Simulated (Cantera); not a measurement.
Charge: 1 mol PbS, 240 mol H2, at 0.133 bar.

These are equilibrium values from Cantera (NASA tables, ideal gas, pure condensed phases), not measurements of a reactor. Candidate condensed phases: Pb, PbS, S; 10 gas species. The numbers say what is thermodynamically allowed, not how fast it happens. All values below are at 1398 K.

Base state: H2 0.993, Pb 0.00327, H2S 0.00325, PbS 0.000881, SH 1.52e-5, H 1.29e-5 (mole fractions); condensed: gas only.

Task: What changes in the equilibrium state with this change: PbS replaced by V2O5?

Result: 
| species | before | after |
|---|---|---|
| H2 | 0.993 | 0.992 |
| H2O | 0 | 0.00833 |
| H | 1.29e-5 | 1.29e-5 |
| Pb | 0.00327 | 0 |
| H2S | 0.00325 | 0 |
| PbS | 0.000881 | 0 |
| SH | 1.52e-5 | 0 |
| V2O3(s), mol | 0 | 1.00 |
Condensed phases not in the tables: the oxides between V2O3 and V2O5 other than VO2. Further candidate phases: H2O, V, VO, V2O3, V2O4, V2O5.
